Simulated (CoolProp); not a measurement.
Vapour-liquid equilibrium of R125 (1) + propylene (2) at -48.15 °C; x and y are mole fractions of (1).

Model: multi-fluid Helmholtz-energy mixture model, Lemmon 2005 and Lemmon 2013; pair parameters Bell 2016, in CoolProp.

```json
[
 {"x": "0.05", "bubble pressure (bar)": "1.100", "y at the bubble point": "0.139", "dew pressure at overall composition x (bar)": "1.027", "liquid density (mol/L)": "14.37"},
 {"x": "0.15", "bubble pressure (bar)": "1.241", "y at the bubble point": "0.296", "dew pressure at overall composition x (bar)": "1.109", "liquid density (mol/L)": "14.08"},
 {"x": "0.25", "bubble pressure (bar)": "1.315", "y at the bubble point": "0.382", "dew pressure at overall composition x (bar)": "1.198", "liquid density (mol/L)": "13.83"},
 {"x": "0.35", "bubble pressure (bar)": "1.352", "y at the bubble point": "0.438", "dew pressure at overall composition x (bar)": "1.289", "liquid density (mol/L)": "13.59"},
 {"x": "0.45", "bubble pressure (bar)": "1.367", "y at the bubble point": "0.482", "dew pressure at overall composition x (bar)": "1.357", "liquid density (mol/L)": "13.38"},
 {"x": "0.55", "bubble pressure (bar)": "1.367", "y at the bubble point": "0.522", "dew pressure at overall composition x (bar)": "1.360", "liquid density (mol/L)": "13.19"},
 {"x": "0.65", "bubble pressure (bar)": "1.353", "y at the bubble point": "0.567", "dew pressure at overall composition x (bar)": "1.298", "liquid density (mol/L)": "13.03"},
 {"x": "0.75", "bubble pressure (bar)": "1.316", "y at the bubble point": "0.626", "dew pressure at overall composition x (bar)": "1.213", "liquid density (mol/L)": "12.89"},
 {"x": "0.85", "bubble pressure (bar)": "1.243", "y at the bubble point": "0.715", "dew pressure at overall composition x (bar)": "1.127", "liquid density (mol/L)": "12.76"},
 {"x": "0.95", "bubble pressure (bar)": "1.110", "y at the bubble point": "0.871", "dew pressure at overall composition x (bar)": "1.047", "liquid density (mol/L)": "12.66"}
]
```

y crosses x between x = 0.45 and 0.55: the model has an azeotrope there.

The pair parameters rest on a limited set of measurements; away from them the model extrapolates.
